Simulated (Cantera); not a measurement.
Adiabatic ignition

An adiabatic, constant-volume homogeneous reactor starts with H2 : O2 : N2 : NO : CO2 = 1 : 0.333 : 1.25 : 0.0034 : 0.0053 (molar parts), at 1575 K and 15.0 bar.

Cantera simulation using GRI-Mech 3.0 (53 species, 325 reactions); the numbers are that mechanism's predictions, not measurements. The hydrogen kinetics of GRI-Mech 3.0 are dated; newer H2 mechanisms differ, most at raised pressure. The pressure lies above the range GRI-Mech 3.0 was tuned for (to about 10 atm). Above 3000 K some thermodynamic fits are extrapolated.

```json
[
 {"t (s)": "5.00e-6", "T (K)": "3313", "P (bar)": "28.3", "x H2": "0.145", "x O2": "0.00157", "x NO": "0.00287", "x NO2": "6.26e-7", "x H2O2": "1.47e-6"},
 {"t (s)": "1.94e-5", "T (K)": "3307", "P (bar)": "28.2", "x H2": "0.146", "x O2": "0.00149", "x NO": "0.00446", "x NO2": "9.49e-7", "x H2O2": "1.41e-6"},
 {"t (s)": "7.53e-5", "T (K)": "3306", "P (bar)": "28.2", "x H2": "0.146", "x O2": "0.00148", "x NO": "0.00464", "x NO2": "9.85e-7", "x H2O2": "1.40e-6"},
 {"t (s)": "0.000292", "T (K)": "3306", "P (bar)": "28.2", "x H2": "0.146", "x O2": "0.00148", "x NO": "0.00464", "x NO2": "9.85e-7", "x H2O2": "1.40e-6"},
 {"t (s)": "0.00113", "T (K)": "3306", "P (bar)": "28.2", "x H2": "0.146", "x O2": "0.00148", "x NO": "0.00464", "x NO2": "9.85e-7", "x H2O2": "1.40e-6"},
 {"t (s)": "0.00441", "T (K)": "3306", "P (bar)": "28.2", "x H2": "0.146", "x O2": "0.00148", "x NO": "0.00464", "x NO2": "9.85e-7", "x H2O2": "1.40e-6"},
 {"t (s)": "0.0171", "T (K)": "3306", "P (bar)": "28.2", "x H2": "0.146", "x O2": "0.00148", "x NO": "0.00464", "x NO2": "9.85e-7", "x H2O2": "1.40e-6"},
 {"t (s)": "0.0664", "T (K)": "3306", "P (bar)": "28.2", "x H2": "0.146", "x O2": "0.00148", "x NO": "0.00464", "x NO2": "9.85e-7", "x H2O2": "1.40e-6"},
 {"t (s)": "0.258", "T (K)": "3306", "P (bar)": "28.2", "x H2": "0.146", "x O2": "0.00148", "x NO": "0.00464", "x NO2": "9.85e-7", "x H2O2": "1.40e-6"},
 {"t (s)": "1.00", "T (K)": "3306", "P (bar)": "28.2", "x H2": "0.146", "x O2": "0.00148", "x NO": "0.00464", "x NO2": "9.85e-7", "x H2O2": "1.40e-6"}
]
```
x: mole fraction; the columns are a selection and need not sum to one.

* **time of steepest temperature rise**: 0.785 µs
* **temperature at 1.00 s**: 3306 K
* **equilibrium temperature**: 3306 K
* **x(H2) at 1.00 s**: 0.146 (gas-phase equilibrium 0.146)
* **x(O2) at 1.00 s**: 0.00148 (gas-phase equilibrium 0.00148)
* **x(NO) at 1.00 s**: 0.00464 (gas-phase equilibrium 0.00464)
